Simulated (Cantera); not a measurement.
## Fluorocarbon and chlorocarbon gases: CHF3

Charge: 1 mol CHF3, at 3250 K and 0.330 bar.

Method: chemical equilibrium by Gibbs-energy minimisation in Cantera with the NASA 1993 tables (ideal gas, pure condensed phases). Candidate condensed phases: C, C6H6, C7H8, C8H18; 95 gas species. Kinetics and transport are ignored.

The x(F) is 0.424. The x(HF) comes out as 0.364. The x(CF2) is 0.115 and the x(CF) is 0.0790. The x(C3) comes out as 0.0110 and the x(H) comes out as 0.00252. The x(C) comes out as 0.00138 and the x(C2) is 0.00117. The x(CF3) comes out as 0.000783 and the n(C(graphite)) comes out as 0.361 mol. The gas amount is 2.726 mol.
